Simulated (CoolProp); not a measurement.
Properties of methanol along the isobar 35.9 bar.

Values from CoolProp's reference Helmholtz-energy equation of state, de Reuck 1993.

```
T (°C)   phase  cv (kJ/(kg K))  speed of sound (m/s)  Joule-Thomson coefficient (K/MPa)  expansivity (1/kK)  viscosity (µPa s)  Prandtl number
------  ------  --------------  --------------------  ---------------------------------  ------------------  -----------------  --------------
153.65  liquid           2.916                 697.9                            0.01613               2.437                137            2.98
162.45  liquid           2.975                 658.3                            0.07358               2.724                125            2.88
171.35  liquid           3.037                 615.2                             0.1465               3.103                114            2.78
180.15  liquid           3.102                 568.6                             0.2408               3.617                104            2.70
189.05  liquid           3.173                 516.0                             0.3739               4.383               94.1            2.64
197.85     gas           3.744                 293.4                              15.30               11.69               14.8            2.16
206.65     gas           3.098                 310.1                              15.13               8.482               15.1            1.68
215.55     gas           2.740                 322.3                              14.46               6.673               15.5            1.41
224.35     gas           2.533                 331.7                              13.56               5.553               15.8            1.25
233.25     gas           2.403                 339.6                              12.58               4.782               16.2            1.14
242.05     gas           2.320                 346.4                              11.62               4.228               16.5            1.07
250.85     gas           2.263                 352.5                              10.70               3.807               16.9            1.02
```

Viscosity comes from a separate model (Xiang 2006). Thermal conductivity comes from a separate model (Sykioti 2013).
